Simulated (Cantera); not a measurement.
A perfectly stirred reactor is fed with CH4 : C2H6 : C3H8 : O2 : N2 : CO2 = 1 : 0.25 : 0.5 : 7.9 : 29.7 : 1.7 (molar parts), equivalence ratio 0.68, at 9.87 atm; it is adiabatic with a 775 K inlet, and is followed from long to short residence time, starting on the burning branch (τ in s: 0.14, 0.063, 0.028, 0.012, 0.0054, 0.0024, 0.001, 0.00046, 0.0002, 9e-05).

Detailed kinetics in Cantera: GRI-Mech 3.0 (53 species, 325 reactions). GRI-Mech 3.0 was tuned for natural gas; its chemistry of propane as a main component is partial and can be far from experiment.

x: mole fraction; the columns are a selection and need not sum to one.

```json
[
 {"τ (s)": "0.14", "T (K)": "2119", "x CH4": "2.27e-7", "x C2H6": "8.05e-9", "x C3H8": "1.63e-8", "x HO2": "3.30e-6", "x CH2O": "5.85e-8", "x N2O": "9.01e-7"},
 {"τ (s)": "0.063", "T (K)": "2120", "x CH4": "4.94e-7", "x C2H6": "1.76e-8", "x C3H8": "3.57e-8", "x HO2": "3.38e-6", "x CH2O": "1.28e-7", "x N2O": "9.17e-7"},
 {"τ (s)": "0.028", "T (K)": "2120", "x CH4": "1.07e-6", "x C2H6": "3.89e-8", "x C3H8": "7.91e-8", "x HO2": "3.49e-6", "x CH2O": "2.81e-7", "x N2O": "9.49e-7"},
 {"τ (s)": "0.012", "T (K)": "2119", "x CH4": "2.35e-6", "x C2H6": "8.79e-8", "x C3H8": "1.79e-7", "x HO2": "3.72e-6", "x CH2O": "6.25e-7", "x N2O": "1.02e-6"},
 {"τ (s)": "0.0054", "T (K)": "2117", "x CH4": "4.71e-6", "x C2H6": "1.86e-7", "x C3H8": "3.80e-7", "x HO2": "4.17e-6", "x CH2O": "1.28e-6", "x N2O": "1.16e-6"},
 {"τ (s)": "0.0024", "T (K)": "2112", "x CH4": "9.00e-6", "x C2H6": "3.85e-7", "x C3H8": "7.90e-7", "x HO2": "5.11e-6", "x CH2O": "2.54e-6", "x N2O": "1.41e-6"},
 {"τ (s)": "0.0010", "T (K)": "2101", "x CH4": "?", "x C2H6": "?", "x C3H8": "?", "x HO2": "?", "x CH2O": "?", "x N2O": "?"},
 {"τ (s)": "0.00046", "T (K)": "2086", "x CH4": "?", "x C2H6": "?", "x C3H8": "?", "x HO2": "?", "x CH2O": "?", "x N2O": "?"},
 {"τ (s)": "0.00020", "T (K)": "2061", "x CH4": "5.44e-5", "x C2H6": "3.03e-6", "x C3H8": "6.09e-6", "x HO2": "1.74e-5", "x CH2O": "1.75e-5", "x N2O": "2.35e-6"},
 {"τ (s)": "9.0e-5", "T (K)": "2024", "x CH4": "0.000102", "x C2H6": "5.97e-6", "x C3H8": "1.17e-5", "x HO2": "2.94e-5", "x CH2O": "3.33e-5", "x N2O": "2.27e-6"}
]
```

Question: Complete the blanks.

Answer: 
- 0.0010, x CH4: 1.71e-5
- 0.0010, x C2H6: 8.12e-7
- 0.0010, x C3H8: 1.67e-6
- 0.0010, x HO2: 7.17e-6
- 0.0010, x CH2O: 5.08e-6
- 0.0010, x N2O: 1.80e-6
- 0.00046, x CH4: 2.97e-5
- 0.00046, x C2H6: 1.54e-6
- 0.00046, x C3H8: 3.14e-6
- 0.00046, x HO2: 1.06e-5
- 0.00046, x CH2O: 9.22e-6
- 0.00046, x N2O: 2.15e-6
